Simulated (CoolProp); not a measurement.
Properties of the fluoroketone C6F12O (FK-5-1-12) along the isobar 0.916 MPa (Tc = 168.7 °C, pc = 1.869 MPa, ω = 0.471).

Values from CoolProp's reference Helmholtz-energy equation of state, McLinden 2015.

```tsv
T (°C)	phase	cp (kJ/(kg K))	cv (kJ/(kg K))	isothermal compressibility (1/MPa)
61.55	liquid	1.132	0.9111	0.005222
78.05	liquid	1.153	0.9259	0.007097
94.65	liquid	1.181	0.9428	0.01016
111.15	liquid	1.220	0.9616	0.01572
127.65	liquid	1.285	0.9830	0.02841
144.25	gas	1.102	0.9855	1.617
160.75	gas	1.081	0.9946	1.455
177.25	gas	1.077	1.006	1.364
193.75	gas	1.080	1.019	1.306
210.35	gas	1.088	1.034	1.265
226.85	gas	1.098	1.048	1.234
```
